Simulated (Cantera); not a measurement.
Mixture: C3H8 : O2 : N2 : CO2 = 1 : 3.12 : 15 : 1.7 (molar parts), equivalence ratio 1.6, at 14.0 bar, adiabatic and at constant volume. Ignition delay is the time to a rise of 400 K.

Detailed kinetics in Cantera: GRI-Mech 3.0 (53 species, 325 reactions). GRI-Mech 3.0 was tuned for natural gas; its chemistry of propane as a main component is partial and can be far from experiment. The pressure lies above the range GRI-Mech 3.0 was tuned for (to about 10 atm).

Task: Predict: delay at 1098 K; delay at 1298 K; delay at 1498 K; delay at 1698 K; delay at 1898 K; apparent activation energy between 1798 and 1998 K.

Result: 
```
Quantity                                                Result
--------------------------------------------------  ----------
delay at 1098 K                                        11.0 ms
delay at 1298 K                                       0.309 ms
delay at 1498 K                                        20.1 µs
delay at 1698 K                                        3.50 µs
delay at 1898 K                                        1.19 µs
apparent activation energy between 1798 and 1998 K  130 kJ/mol
```
